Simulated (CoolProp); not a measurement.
Properties of R407C at several states.

Model: reference Helmholtz-energy equation of state, Lemmon 2003, in CoolProp. It is a pseudo-pure fit of the blend.

| T (K) | p (MPa) | phase | expansivity (1/kK) | fugacity coefficient |
|---|---|---|---|---|
| 324.7 | 4.59 | liquid | 5.251 | 0.3863 |
| 232.4 | 0.669 | liquid | 2.251 | 0.1443 |
| 383.4 | 7.44 | supercritical | 27.85 | 0.5716 |
